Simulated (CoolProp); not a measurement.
Vapour pressure (MPa) of CHF3 (R23): the reference equation beside estimates from Tc = 299.3 K, pc = 4.832 MPa, ω = 0.263. Clausius-Clapeyron is anchored at 172.3 K with a constant enthalpy of vaporisation of 17.79 kJ/mol.

Model: reference Helmholtz-energy equation of state, Penoncello 2003, in CoolProp.

```
T (K)  reference  Lee-Kesler  Clausius-Clapeyron  van der Waals  Soave-Redlich-Kwong  Peng-Robinson
-----  ---------  ----------  ------------------  -------------  -------------------  -------------
172.3    0.02966     0.02831             0.02966         0.3292              0.02868        0.02962
179.2    0.04818     0.04652             0.04785         0.4147              0.04694        0.04802
186      0.07460     0.07278             0.07403              …              0.07317        0.07428
192.8     0.1115      0.1097              0.1111         0.6251                    …         0.1110
199.7     0.1623      0.1610              0.1630         0.7550               0.1611         0.1615
206.5     0.2285      0.2280              0.2319         0.8994               0.2279         0.2276
213.3     0.3140      0.3148              0.3227          1.061               0.3145         0.3129
220.2     0.4239      0.4263              0.4418              …               0.4263         0.4228
227       0.5587      0.5631              0.5911          1.441               0.5638         0.5579
233.8     0.7237      0.7302                   …          1.658               0.7324         0.7237
240.7     0.9262           …               1.011          1.898               0.9395         0.9275
247.5      1.165       1.175               1.290          2.155                1.184          1.168
254.3      1.446           …               1.626          2.433                1.472          1.452
261.2      1.781       1.793               2.030          2.737                1.814          1.791
268            …           …               2.499          3.059                2.205          2.180
```

Complete the blanks.


- 186, van der Waals: 0.5126
- 192.8, Soave-Redlich-Kwong: 0.1100
- 220.2, van der Waals: 1.243
- 233.8, Clausius-Clapeyron: 0.7775
- 240.7, Lee-Kesler: 0.9347
- 254.3, Lee-Kesler: 1.457
- 268, reference: 2.165
- 268, Lee-Kesler: 2.176

Absolute difference from the reference over all 15 rows, mean and median: Lee-Kesler 1.3 and 0.8 %, Clausius-Clapeyron 5.7 and 4.2 %, van der Waals 303.2 and 193.2 %, Soave-Redlich-Kwong 1.4 and 1.4 %, Peng-Robinson 0.3 and 0.4 %.
